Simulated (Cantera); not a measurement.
**Low-pressure radical oxidation in H2/O2**

A perfectly stirred reactor is fed with H2 : O2 = 0.12 : 1 (molar parts), equivalence ratio 0.060, at 0.0260 bar; it is held at 1075 K, and followed from long to short residence time.

Cantera simulation using the H2/O2 subset of GRI-Mech 3.0, which has no nitrogen chemistry; the numbers are that mechanism's predictions, not measurements. Radical loss at walls, strong at low pressure, is not modelled. The temperature is held fixed by assumption; the heat of reaction is taken as removed at once.

| τ (s) | x H2 | x O2 | x O | x H2O | x HO2 |
|---|---|---|---|---|---|
| 3.3 | 0.000190 | 0.886 | 0.000383 | 0.113 | 3.38e-6 |
| 1.2 | 0.000352 | 0.886 | 0.000742 | 0.112 | 5.09e-6 |
| 0.46 | 0.000624 | 0.885 | 0.00137 | 0.112 | 7.13e-6 |
| 0.18 | 0.00108 | 0.884 | 0.00245 | 0.111 | 9.45e-6 |
| 0.066 | 0.00192 | 0.882 | 0.00445 | 0.109 | 1.21e-5 |
| 0.025 | 0.00334 | 0.878 | 0.00766 | 0.106 | 1.45e-5 |
| 0.0095 | 0.00580 | 0.871 | 0.0124 | 0.101 | 1.62e-5 |
| 0.0036 | 0.0102 | 0.863 | 0.0182 | 0.0915 | 1.70e-5 |
| 0.0014 | 0.0180 | 0.856 | 0.0222 | 0.0779 | 1.66e-5 |
| 0.00051 | 0.0344 | 0.856 | 0.0209 | 0.0582 | 1.51e-5 |
| 0.00019 | 0.0657 | 0.870 | 0.0127 | 0.0312 | 1.22e-5 |
x: mole fraction; the columns are a selection and need not sum to one.
